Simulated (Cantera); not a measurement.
NO annealing gas

An isothermal, constant-pressure homogeneous reactor starts with NO : N2 = 1 : 6.6 (molar parts), at 2050 K and 1.01 bar.

Computed with Cantera and GRI-Mech 3.0 (53 species, 325 reactions).

| t (s) | x NO | x N2O | x N2 | x O2 | x O |
|---|---|---|---|---|---|
| 4.00e-6 | 0.132 | 1.15e-7 | 0.868 | 5.90e-11 | 1.15e-7 |
| 1.20e-5 | 0.132 | 3.43e-7 | 0.868 | 5.25e-10 | 3.37e-7 |
| 3.62e-5 | 0.132 | 9.91e-7 | 0.868 | 4.61e-9 | 9.67e-7 |
| 0.000109 | 0.132 | 2.66e-6 | 0.868 | 4.17e-8 | 2.84e-6 |
| 0.000328 | 0.132 | 5.79e-6 | 0.868 | 4.61e-7 | 9.36e-6 |
| 0.000988 | 0.132 | 8.35e-6 | 0.868 | 6.85e-6 | 2.96e-5 |
| 0.00297 | 0.131 | 8.60e-6 | 0.869 | 7.09e-5 | 5.02e-5 |
| 0.00894 | 0.131 | 8.53e-6 | 0.869 | 0.000319 | 5.35e-5 |
| 0.0269 | 0.129 | 8.32e-6 | 0.870 | 0.00108 | 5.97e-5 |
| 0.0810 | 0.125 | 7.71e-6 | 0.872 | 0.00341 | 7.56e-5 |
| 0.244 | 0.110 | 6.03e-6 | 0.879 | 0.0105 | 0.000111 |
| 0.734 | 0.0732 | 2.76e-6 | 0.898 | 0.0290 | 0.000170 |
| 2.21 | 0.0226 | 5.23e-7 | 0.923 | 0.0544 | 0.000228 |
| 6.65 | 0.00577 | 3.23e-7 | 0.931 | 0.0628 | 0.000244 |
| 20.0 | 0.00524 | 3.21e-7 | 0.931 | 0.0630 | 0.000244 |
x: mole fraction; the columns are a selection and need not sum to one.

Equilibrium at this temperature and pressure: NO 0.00524, N2O 3.21e-7, N2 0.931, O2 0.0630, O 0.000244 (gas phase only).
